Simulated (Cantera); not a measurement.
Reactions in the system H-N-Ni-S

Cantera with NASA thermochemical tables; ideal gases at 1 bar, condensed phases pure. Values are per mole of reaction as written; species without (g) are pure solids or liquids, kept so even where they would boil at 1 bar.

12 H2S(g) + 9 Ni + 8 N(g) ⇌ 8 NH3(g) + 3 Ni3S4

```tsv
T (K)	ΔH° (kJ)	ΔS° (J/K)	ΔG° (kJ)	log10 K
473	-4807.6	-1867.3	-3924.4	433.37
498	-4807.0	-1866.0	-3877.7	406.72
523	-4806.2	-1864.5	-3831.1	382.62
548	-4805.3	-1862.8	-3784.5	360.73
573	-4804.4	-1861.1	-3737.9	340.74
598	-4803.5	-1859.6	-3691.4	322.44
```
